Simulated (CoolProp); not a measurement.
Saturated liquid density (kg/m³) of isobutane: the reference equation beside estimates from Tc = 407.8 K, pc = 3629 kPa, ω = 0.184.

The numbers come from the reference Helmholtz-energy equation of state, Bücker 2006 in CoolProp.

| T (K) | reference | van der Waals | Soave-Redlich-Kwong | Peng-Robinson |
|---|---|---|---|---|
| 199.1 | 658.6 | 410.5 | 616.3 | 693.3 |
| 201.6 | 656.1 | 409.1 | 614.3 | 691.2 |
| 204.1 | 653.6 | 407.7 | 612.2 | 689.0 |
| 206.5 | 651.2 | 406.4 | 610.2 | 686.9 |
| 209 | 648.7 | 405.0 | 608.2 | 684.7 |
| 211.5 | 646.2 | 403.5 | 606.0 | 682.4 |
| 213.9 | 643.8 | 402.2 | 604.0 | 680.2 |
| 216.4 | 641.3 | 400.7 | 601.8 | 677.9 |
| 218.8 | 638.9 | 399.3 | 599.7 | 675.6 |
| 221.3 | 636.3 | 397.8 | 597.5 | 673.3 |
| 223.8 | 633.8 | 396.4 | 595.2 | 670.8 |
| 226.2 | 631.3 | 394.9 | 593.0 | 668.5 |

Absolute difference from the reference over all 12 rows, mean and median: van der Waals 37.5 and 37.5 %, Soave-Redlich-Kwong 6.2 and 6.2 %, Peng-Robinson 5.6 and 5.6 %.
